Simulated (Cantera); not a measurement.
Feed: 1 mol Si3N4, 0.0021 mol O2, 22 mol N2, held at 750 °C and 0.000840 bar.

Cantera equilibrium calculation (NASA polynomials, part measured and part estimated; ideal gas, pure solids and liquids). Candidate condensed phases: Si, SiO2, Si2N2O, Si3N4; 16 gas species. Mutual solubility and eutectic melting of coexisting phases are not modelled. Kinetics and transport are ignored.

Task: What is the equilibrium state?

Result: 
```json
{
 "x(N2)": "1.00",
 "n(Si2N2O(s))": "0.00420 mol",
 "n(Si3N4(s))": "0.997 mol",
 "gas_amount": "22.00 mol",
 "log10 activity of Si(s) (absent)": "-4.85"
}
```
